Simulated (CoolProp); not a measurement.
The numbers come from the reference Helmholtz-energy equation of state, Zhou 2011 in CoolProp.

For dimethyl carbonate, give the phase and the Z, cv (kJ/(kg K)), Joule-Thomson coefficient (K/MPa), isothermal compressibility (1/MPa) at 497.3 K and 22100 kPa; 548.7 K and 22100 kPa.


- 497.3 K and 22100 kPa: liquid; Z 0.582, cv 1.69, Joule-Thomson coefficient -0.0734, isothermal compressibility 0.00345
- 548.7 K and 22100 kPa: liquid; Z 0.583, cv 1.78, Joule-Thomson coefficient 0.108, isothermal compressibility 0.00587
